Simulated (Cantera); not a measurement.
Input: 1 mol C3H8, 1.8 mol H2O, 3.1 mol N2, held at 11.0 bar.

Equilibrium computed with Cantera from the NASA thermochemical tables; the gas is ideal and each condensed phase is pure. Candidate condensed phases: C, C6H6, C7H8, C8H18, H2O; 136 gas species. Equilibrium is a limit: real reactors are often held back by kinetics, nucleation or transport.

Which condensed phases are stable at each of these points (T (°C)): 825, 1025, 1225, 1425, 1625, 1825, 2025, 2225, 2425, 2625?


| T (°C) | condensed phases | C condensed (%) |
|---|---|---|
| 825 | C(graphite) | 37.1 |
| 1025 | C(graphite) | 35.6 |
| 1225 | C(graphite) | 37.7 |
| 1425 | C(graphite) | 38.4 |
| 1625 | C(graphite) | 37.9 |
| 1825 | C(graphite) | 35.9 |
| 2025 | C(graphite) | 32.0 |
| 2225 | C(graphite) | 25.2 |
| 2425 | C(graphite) | 14.5 |
| 2625 | gas only | 0.0 |

From 825 °C to 2425 °C the condensed part is C(graphite). At 2625 °C nothing is condensed.
